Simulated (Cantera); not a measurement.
Charge: 1 mol V, 13 mol N₂, 340 mol H₂, equilibrated at 1.00 Torr.

Equilibrium computed with Cantera from the NASA thermochemical tables; the gas is ideal and each condensed phase is pure. Candidate condensed phases: V, VN; 11 gas species. VN: taken at fixed stoichiometry. Condensed phases not in the tables: V₂N, N, O or C dissolved in the metal. Kinetics and transport are ignored.

x: gas mole fraction; n: condensed amount in mol.

| T (°C) | x H₂ | x H | x N₂ | x V | x N | n VN(s) | n V(s) |
|---|---|---|---|---|---|---|---|
| 1302 | 0.963 | 0.00112 | 0.0354 | 1.02e-7 | 1.95e-12 | 1.000 | 0 |
| 1377 | 0.962 | 0.00244 | 0.0354 | 1.24e-6 | 1.03e-11 | 1.000 | 0 |
| 1452 | 0.960 | (withheld) | 0.0354 | (withheld) | (withheld) | 0.996 | 0 |
| 1527 | 0.954 | (withheld) | 0.0366 | (withheld) | (withheld) | 0 | 0.979 |
| 1602 | 0.946 | 0.0175 | 0.0365 | 0.000229 | 6.89e-10 | 0 | 0.918 |
| 1677 | 0.933 | 0.0303 | 0.0362 | 0.000795 | 2.24e-9 | 0 | 0.715 |
| 1752 | 0.911 | 0.0503 | 0.0358 | 0.00251 | 6.68e-9 | 0 | 0.0885 |
| 1827 | 0.882 | 0.0801 | 0.0353 | 0.00271 | 1.83e-8 | 0 | 0 |
| 1902 | 0.840 | 0.123 | 0.0345 | 0.00265 | 4.69e-8 | 0 | 0 |
| 1977 | 0.784 | 0.180 | 0.0334 | 0.00257 | 1.12e-7 | 0 | 0 |
| 2052 | 0.711 | 0.254 | 0.0321 | 0.00247 | 2.51e-7 | 0 | 0 |
| 2127 | 0.623 | 0.344 | 0.0304 | 0.00234 | 5.32e-7 | 0 | 0 |

### Question
Fill in the missing entries.

### Answer

- 1452, x H: 0.00498
- 1452, x V: 1.20e-5
- 1452, x N: 4.68e-11
- 1527, x H: 0.00958
- 1527, x V: 5.93e-5
- 1527, x N: 1.92e-10
